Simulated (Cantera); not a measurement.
## Ignition delay

Mixture: CH4 : O2 : N2 = 1 : 4.55 : 18.2 (molar parts), equivalence ratio 0.44, at 0.850 bar, adiabatic and at constant pressure. Ignition delay is the time to a rise of 400 K.

Computed with Cantera and GRI-Mech 3.0 (53 species, 325 reactions).

| T0 (K) | delay (ms) |
|---|---|
| 1100 | 166 |
| 1175 | 52.0 |
| 1250 | 17.9 |
| 1325 | 6.80 |
| 1400 | 2.87 |
| 1475 | 1.35 |
| 1550 | 0.702 |
| 1625 | 0.397 |

| Quantity | Result |
|---|---|
| apparent activation energy between 1475 and 1625 K | 160 kJ/mol |
